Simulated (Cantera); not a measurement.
Input: 1 mol B, 2.6 mol O2, at 0.000480 bar.

These are equilibrium values from Cantera (NASA tables, ideal gas, pure condensed phases), not measurements of a reactor. Candidate condensed phases: B, B2O3; 10 gas species. Rates play no part. All values below are at 2248 K.

Base state: O2 0.595, BO2 0.165, O 0.128, B2O3 0.100, BO 0.0116, B2O2 1.71e-5 (mole fractions); condensed: gas only.

Q: What changes in the equilibrium state with this change: pressure from 0.000480 bar to 0.000870 bar?

A: 
```csv
species,before,after
O2,0.595,0.629
BO2,0.165,0.153
B2O3,0.100,0.113
O,0.128,0.0980
BO,0.0116,0.00775
B2O2,1.71e-5,1.39e-5
```

Q: What changes in the equilibrium state with this change: B replaced by BCl3?

A: 
```csv
species,before,after
Cl,0,0.518
O2,0.595,0.262
O,0.128,0.0851
BO2,0.165,0.0836
B2O3,0.100,0.0388
BO,0.0116,0.00884
BOCl,0,0.00398
ClO,0,7.41e-5
Cl2,0,4.36e-5
```
The tables' values for BOCl are old estimates; treat these amounts as uncertain.
